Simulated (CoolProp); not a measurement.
A simple Rankine cycle with 1,2-dichloroethane: condensing at 298.15 K, boiler at 3.24 MPa, turbine inlet 499 K, turbine efficiency 0.9, pump efficiency 0.6, no recuperator. Each further row changes one setting.

The numbers come from the reference Helmholtz-energy equation of state, Thol 2015 in CoolProp.

| case | thermal efficiency (%) | net work (kJ/kg) | heat in (kJ/kg) | turbine exit temperature (K) | volume ratio over the turbine |
|---|---|---|---|---|---|
| as stated | 21.4 | 61.2 | 286 | 298.2 | 1320 |
| condensing temperature 290.15 K | 22.5 | 66.7 | 297 | 290.1 | 1930 |
| boiler pressure 2.27 MPa | 21.6 | 62.2 | 288 | 298.2 | 1320 |
| turbine efficiency 0.8 | 18.9 | 54.0 | 286 | 298.2 | 1360 |

The expansion ends wet for: as stated; condensing temperature 290.15 K; boiler pressure 2.27 MPa; turbine efficiency 0.8.
